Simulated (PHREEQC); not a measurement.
# Polishing slurry liquid: an equilibrium model

Consider water at 25 °C with 0.0046 mol KOH, 0.00048 mol KNO3 and 9.1e-05 mol CO2 per kg of water. Closed to the air; pH follows from the charge balance.

The numbers come from PHREEQC with the ion-association model, wateq4f.dat.

Each row changes one thing in this solution. This is a speciation only: nothing precipitates in the calculation.

```tsv
case	pH	ionic strength (mol/kgw)	CO3-2 (mol/kgw)	HCO3- (mol/kgw)	CO2 (mol/kgw)
as made	11.61	0.00517	8.74e-5	3.64e-6	1.86e-11
KNO3 from 0.00048 to 4.8e-05 mol/kgw	11.61	0.00473	8.73e-5	3.66e-6	1.87e-11
CO2 from 9.1e-05 to 0.00091 mol/kgw	11.42	0.00594	0.000855	5.51e-5	4.38e-10
KOH left out	5.21	0.000486	5.18e-11	6.29e-6	8.47e-5
diluted 100-fold with water	9.65	5.10e-5	1.60e-7	7.49e-7	3.75e-10
KOH from 0.0046 to 0.00046 mol/kgw	10.48	0.000996	5.56e-5	3.54e-5	2.54e-9
```
